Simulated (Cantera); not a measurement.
Cantera run, input and output.

```python
import numpy as np
import cantera as ct

gas = ct.Solution("gri30.yaml")
gas.TPX = 575, 440000, {'C3H8': 1, 'O2': 4.55, 'N2': 17.1}
flame = ct.FreeFlame(gas, width=0.014)
flame.set_refine_criteria(ratio=3, slope=0.08, curve=0.16)
flame.transport_model = "unity-Lewis-number"
flame.solve(loglevel=0, auto=True)
z, T = flame.grid, flame.T
thick = (T[-1] - T[0]) / np.gradient(T, z).max()
show = ['C3H8', 'O2', 'O', 'NO2', 'C2H4', 'C2H6']
print(f"laminar burning velocity  {flame.velocity[0] * 100:.3f} cm/s")
print(f"burnt temperature         {T[-1]:.1f} K")
print(f"thermal thickness         {thick * 1e3:.4f} mm")
print(f"grid points               {len(z)}")
z0 = z[flame.heat_release_rate.argmax()]
print(f"{'z/mm':>9s}{'T/K':>9s}{'u/(m/s)':>9s}" + "".join(f"{s:>11s}" for s in show))
rows = []
for k in (-3, -2, -1.5, -1, -0.5, -0.25, 0, 0.25, 0.5, 1, 2, 4, 8):
    zz = z0 + k * thick
    rows.append([k * thick, np.interp(zz, z, T), np.interp(zz, z, flame.velocity),
                 *(np.interp(zz, z, flame.X[gas.species_index(s)]) for s in show)])
    print(f"{rows[-1][0] * 1e3:9.3f}{rows[-1][1]:9.1f}{rows[-1][2]:9.3f}" + "".join(f"{x:11.3e}" for x in rows[-1][3:]))
```

It prints:

```
laminar burning velocity  74.773 cm/s
burnt temperature         2451.9 K
thermal thickness         0.0917 mm
grid points               142
     z/mm      T/K  u/(m/s)       C3H8         O2          O        NO2       C2H4       C2H6
   -0.275    575.4    0.748  4.413e-02  2.008e-01  2.142e-16  4.296e-09  3.923e-06  6.224e-07
   -0.183    579.5    0.754  4.397e-02  2.004e-01  1.549e-13  4.584e-08  4.226e-05  6.712e-06
   -0.138    593.4    0.773  4.343e-02  1.988e-01  8.265e-12  1.782e-07  1.704e-04  2.717e-05
   -0.092    673.9    0.883  4.023e-02  1.894e-01  8.711e-10  7.891e-07  9.114e-04  1.475e-04
   -0.046   1082.7    1.461  2.369e-02  1.405e-01  6.840e-07  1.579e-06  4.556e-03  7.158e-04
   -0.023   1498.8    2.088  7.933e-03  9.031e-02  4.687e-05  6.702e-07  6.679e-03  7.116e-04
    0.000   1918.5    2.736  1.696e-04  4.109e-02  1.020e-03  4.311e-08  1.837e-03  4.764e-05
    0.023   2092.8    2.986  7.061e-08  2.022e-02  3.002e-03  2.617e-08  3.905e-05  8.513e-08
    0.046   2160.3    3.069  1.411e-11  1.449e-02  3.239e-03  3.029e-08  4.319e-07  7.602e-11
    0.092   2239.6    3.163  4.275e-17  1.052e-02  2.416e-03  3.228e-08  1.946e-10  3.575e-15
    0.183   2319.4    3.255  1.374e-25  7.226e-03  1.425e-03  3.456e-08  1.041e-15  8.143e-21
    0.367   2383.7    3.329  1.154e-35  4.509e-03  7.492e-04  3.627e-08  9.713e-22  4.610e-27
    0.734   2424.7    3.375  1.189e-39  2.726e-03  4.074e-04  3.684e-08  1.242e-22  9.809e-28
```

Model: GRI-Mech 3.0 (53 species, 325 reactions), integrated in Cantera. GRI-Mech 3.0 was tuned for natural gas; its chemistry of propane as a main component is partial and can be far from experiment. Unity Lewis numbers drop preferential diffusion, which matters most where H2 and H carry the flame. Burning velocities carry a grid error of a few per cent, more on coarse grids.
